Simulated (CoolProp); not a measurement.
Vapour-liquid equilibrium of cyclohexane (1) + m-xylene (2) at 1.02 MPa; x and y are mole fractions of (1).

The numbers come from the multi-fluid Helmholtz-energy mixture model, Zhou 2014 and Zhou 2012; pair parameters Bell 2016 in CoolProp.

```csv
x,"bubble temperature, mixture model (K)","bubble temperature, Raoult's law (K)","y, mixture model","y, Raoult's law"
0.05,519.6,519.8,(withheld),0.130
0.15,(withheld),509.7,0.304,0.339
0.25,(withheld),500.8,0.457,0.499
0.35,491.4,492.8,(withheld),0.623
0.45,484.2,485.6,0.674,0.720
0.55,(withheld),479.2,0.753,0.797
0.65,(withheld),473.3,0.819,0.859
0.75,467.3,467.9,0.877,0.910
0.85,462.7,463.0,0.929,0.951
0.95,458.4,458.4,(withheld),0.985
```

What belongs in the gaps?


- 0.05, y, mixture model: 0.113
- 0.15, bubble temperature, mixture model (K): 509.0
- 0.25, bubble temperature, mixture model (K): 499.6
- 0.35, y, mixture model: 0.577
- 0.55, bubble temperature, mixture model (K): 477.9
- 0.65, bubble temperature, mixture model (K): 472.3
- 0.95, y, mixture model: 0.977

The largest gap from Raoult's law is -1.4 K in bubble temperature, at x = 0.45. No azeotrope shows between x = 0.05 and 0.95.

Pair parameters are fitted to limited data, so mixtures are less certain than the pure fluids.
